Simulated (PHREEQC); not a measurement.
Consider water at 25 °C with 9.1e-05 mol CaSO4, 2e-05 mol CO2 and 0.0026 mol KCl per kg of water. Closed to the air; pH follows from the charge balance.

All values are PHREEQC results (ion-association model, wateq4f.dat), not measurements.

Task: The ionic strength comes out as 0.00296 mol/kgw. What activity coefficients do Cl-, HCO3-, SO4-2, KSO4-, K+ get?

Result: Cl- 0.94, HCO3- 0.94, SO4-2 0.79, KSO4- 0.94, K+ 0.94.

Precipitation was switched off in this run.
